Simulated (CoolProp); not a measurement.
A Linde-Hampson liquefier for methane: isothermal reversible compression at 200 K from 1 atm to 20 MPa, throttling to 1 atm, return gas leaving the recuperator 5 K below the feed. Each further row changes one setting.

Computed with CoolProp (reference Helmholtz-energy equation of state, Setzmann 1991).

| case | liquid yield per pass | compression work (kJ/kg of gas) |
|---|---|---|
| as stated | 0.505 | 427 |
| high pressure 40 MPa | 0.489 | 487 |
| warm-end temperature 230 K | 0.388 | 541 |
| warm-end gap 10 K | 0.498 | 427 |
